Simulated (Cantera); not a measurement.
Mixture: H2 : O2 : N2 = 1 : 0.263 : 0.989 (molar parts), at 310000 Pa, adiabatic and at constant volume. Ignition delay is the time to a rise of 400 K.

Detailed kinetics in Cantera: the H2/O2 subset of GRI-Mech 3.0, which has no nitrogen chemistry. The hydrogen kinetics of GRI-Mech 3.0 are dated; newer H2 mechanisms differ, most at raised pressure. Where the delays flatten at high temperature, the 400 K rule measures the pace of heat release, not the induction time.

### Question
What does this change do: pressure from 310000 Pa to 101000 Pa?

### Answer
```tsv
quantity	before	after
delay at 1200 K	20.0 µs	48.8 µs
delay at 1275 K	11.8 µs	33.4 µs
delay at 1350 K	8.08 µs	24.6 µs
delay at 1425 K	5.95 µs	19.1 µs
delay at 1500 K	4.62 µs	15.7 µs
delay at 1575 K	3.73 µs	13.5 µs
delay at 1650 K	3.13 µs	12.2 µs
```
